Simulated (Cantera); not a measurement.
Cantera with NASA thermochemical tables; ideal gases at 1 bar, condensed phases pure. Values are per mole of reaction as written; species without (g) are pure solids or liquids, kept so even where they would boil at 1 bar.

Problem. Between 1600 and 2400 K, where is each reaction favourable under standard conditions?
- 5 O3(g) + 6 V ⇌ 3 V2O5

Solution. 
- 5 O3(g) + 6 V ⇌ 3 V2O5: ΔG° is -4047 kJ at 1600 K and -3533 kJ at 2400 K; it stays negative (K > 1). ΔH° is -5205 kJ and ΔS° -697 J/K at 2400 K.
